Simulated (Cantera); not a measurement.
Mixture: H2 : O2 : N2 : H2O = 1 : 0.294 : 1.11 : 0.33 (molar parts), equivalence ratio 1.7, at 660 Torr, adiabatic and at constant pressure. Ignition delay is the time to a rise of 400 K.

Model: the H2/O2 subset of GRI-Mech 3.0, which has no nitrogen chemistry, integrated in Cantera. Where the delays flatten at high temperature, the 400 K rule measures the pace of heat release, not the induction time.

| quantity | before | after |
|---|---|---|
| delay at 975 K | 25.4 ms | 14.5 ms |
| delay at 1050 K | 0.439 ms | 2.95 ms |
| delay at 1125 K | 0.130 ms | 0.713 ms |
| delay at 1200 K | 72.4 µs | 0.188 ms |
| delay at 1275 K | 48.6 µs | 48.6 µs |
| delay at 1350 K | 36.3 µs | 11.8 µs |
| delay at 1425 K | 29.4 µs | 4.06 µs |

Q: What was changed between the two runs?
(A) constant volume in place of constant pressure
(B) pressure from 660 Torr to 7500 Torr
(C) pressure from 660 Torr to 3080 Torr
(D) pressure from 660 Torr to 1280 Torr

A: B, pressure from 660 Torr to 7500 Torr
